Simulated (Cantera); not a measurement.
Charge: 1 mol SiC, 2.1 mol H2O, 61 mol H2, held at 3.60e-5 bar.

Method: chemical equilibrium by Gibbs-energy minimisation in Cantera with the NASA 1993 tables (ideal gas, pure condensed phases). Candidate condensed phases: C, C6H6, C7H8, C8H18, H2O, Si, SiC, SiO2; 123 gas species. Mutual solubility and eutectic melting of coexisting phases are not modelled. The tables hold silica as quartz up to 1696 K and as liquid above; real silica turns to tridymite and cristobalite and melts near 1996 K. The numbers say what is thermodynamically allowed, not how fast it happens.

log p: log10 of the partial pressure in bar; n: condensed amount in mol.

| T (K) | log p H2 | log p H | log p CO | log p SiO | n SiC(s) | n SiO2(β-quartz) |
|---|---|---|---|---|---|---|
| 1173 | -4.45 | -9.15 | -6.39 | -7.43 | 0.278 | 0.656 |
| 1223 | -4.45 | -8.75 | -6.32 | -6.58 | 0.142 | 0.384 |
| 1273 | -4.46 | -8.38 | -6.26 | -6.30 | 0 | 0.0999 |
| 1323 | -4.46 | -8.03 | -6.26 | -6.30 | 0 | 0.0994 |
| 1373 | -4.46 | … | -6.26 | -6.30 | 0 | 0.0961 |
| 1423 | -4.46 | -7.41 | -6.26 | -6.29 | 0 | 0.0796 |
| 1473 | -4.46 | … | -6.26 | -6.26 | 0 | … |
| 1523 | -4.46 | -6.87 | -6.26 | -6.26 | 0 | 0 |
| 1573 | -4.46 | -6.62 | -6.26 | -6.26 | 0 | 0 |
| 1623 | -4.46 | -6.39 | -6.26 | -6.26 | 0 | 0 |
| 1673 | -4.47 | -6.18 | -6.26 | -6.26 | 0 | 0 |
| 1723 | -4.47 | -5.97 | -6.26 | -6.26 | 0 | 0 |
| 1773 | -4.48 | -5.79 | -6.27 | -6.27 | 0 | 0 |
| 1823 | -4.49 | -5.61 | -6.27 | -6.27 | 0 | 0 |

Q: What belongs in the gaps?

A: 
- 1373, log p H: -7.71
- 1473, log p H: -7.13
- 1473, n SiO2(β-quartz): 0.0104
